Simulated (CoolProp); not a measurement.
Carbonyl sulfide at 298.15 K and 0.427 MPa is compressed adiabatically to 1.48 MPa with isentropic efficiency 0.6. Each further row changes one setting.

The numbers come from the reference Helmholtz-energy equation of state, Lemmon 2006 in CoolProp. It is a short technical equation, of lower accuracy than the large ones.

| case | work (kJ/kg) | final temperature (K) | final density (kg/m³) |
|---|---|---|---|
| as stated | 91.1 | 427.4 | 26.5 |
| efficiency 1 | 54.7 | 383.3 | 30.3 |
| efficiency 0.65 | 84.1 | 418.9 | 27.1 |
